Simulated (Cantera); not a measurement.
Input: 1 mol Si, 0.077 mol CO₂, 450 mol H₂, at 0.0233 Torr.

Cantera equilibrium calculation (NASA polynomials, part measured and part estimated; ideal gas, pure solids and liquids). Candidate condensed phases: C, C₆H₆, C₇H₈, C₈H₁₈, H₂O, Si, SiC, SiO₂; 123 gas species. Equilibrium is a limit: real reactors are often held back by kinetics, nucleation or transport. All values below are at 1875 K.

Base state: H₂ 0.887, H 0.111, Si 0.00192, SiO 0.000161, CO 0.000161 (mole fractions); condensed: gas only.

Q: What changes in the equilibrium state with this change: CO₂ from 0.077 to 2 mol?

A: 
```tsv
species	before	after
H₂	0.887	0.881
H	0.111	0.111
CO	0.000161	0.00417
H₂O	<1e-9	0.00206
SiO	0.000161	0.00209
Si	0.00192	7.90e-9
OH	<1e-9	2.02e-5
```
